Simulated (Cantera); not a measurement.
Charge: 1 mol Al(CH3)3, 0.32 mol NH3, 8.1 mol N2, 27 mol N2O, held at 1523 K and 0.100 bar.

Method: chemical equilibrium by Gibbs-energy minimisation in Cantera with the NASA 1993 tables (ideal gas, pure condensed phases). Candidate condensed phases: Al, AlN, Al2O3, C, C6H6, C7H8, C8H18, H2O; 148 gas species. The feed counts by its element totals alone. Rates play no part.

Base state: N2 0.698, O2 0.143, H2O 0.0985, CO2 0.0594, NO 0.00106, OH 0.000153 (mole fractions); condensed: Al2O3(s).

### Question
What changes in the equilibrium state with this change: temperature from 1523 K to 748 K?

### Answer
```csv
species,before,after
N2,0.698,0.698
O2,0.143,0.144
H2O,0.0985,0.0986
NO,0.00106,6.00e-7
CO2,0.0594,0.0594
OH,0.000153,<1e-9
"Al2O3(s), mol",0.500,0.500
```
